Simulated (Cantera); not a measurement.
Input: 1 mol CH3Cl, a varied amount of H2, at 2975 K and 1000 Pa.

Equilibrium computed with Cantera from the NASA thermochemical tables; the gas is ideal and each condensed phase is pure. Candidate condensed phases: C, C6H6, C7H8, C8H18; 91 gas species. Rates play no part.

### Question
What share of the C ends up in condensed phases as a function of n(H2) (mol), at 0.39, 0.55, 0.76, 1.1, 1.5, 2.1, 2.9, 4?

### Answer
| n(H2) (mol) | C condensed (%) | as |
|---|---|---|
| 0.39 | 55.4 | C(graphite) |
| 0.55 | 52.1 | C(graphite) |
| 0.76 | 47.8 | C(graphite) |
| 1.1 | 40.9 | C(graphite) |
| 1.5 | 32.7 | C(graphite) |
| 2.1 | 20.5 | C(graphite) |
| 2.9 | 4.1 | C(graphite) |
| 4 | 0.0 | - |
